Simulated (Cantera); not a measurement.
## Ignition delay

Mixture: CO : H₂ : O₂ : N₂ = 1 : 0.035 : 0.809 : 3.04 (molar parts), equivalence ratio 0.64, at 10.0 bar, adiabatic and at constant pressure. Ignition delay is the time to a rise of 400 K.

Computed with Cantera and GRI-Mech 3.0 (53 species, 325 reactions). The hydrogen kinetics of GRI-Mech 3.0 are dated; newer H2 mechanisms differ, most at raised pressure. Where the delays flatten at high temperature, the 400 K rule measures the pace of heat release, not the induction time.

| T0 (K) | delay (ms) |
|---|---|
| 1400 | 0.0182 |
| 1475 | 0.0136 |
| 1550 | 0.0110 |
| 1625 | 0.00943 |
| 1700 | 0.00842 |
